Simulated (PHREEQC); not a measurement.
Consider water at 20 °C with 0.00022 mol/kgw PbCl2, 0.015 mol/kgw KBr and 0.75 mol/kgw Na2SO4. Closed to the air; pH follows from the charge balance.

Equilibrium calculation in PHREEQC: ion-association model, phreeqc.dat.

The ionic strength comes out as 1.56 mol/kgw. What activity coefficients do Pb(SO4)2-2, Cl-, Br-, Pb+2, PbBr+ get?

Pb(SO4)2-2 0.67, Cl- 0.59, Br- 0.52, Pb+2 0.67, PbBr+ 0.90.

This is a speciation only: nothing precipitates in the calculation. Saturation is exceeded, for instance for Anglesite, Pb(OH)2; the values hold only as long as no solid forms. Ionic strength above about 0.7 mol/kgw puts this run outside the model's range.
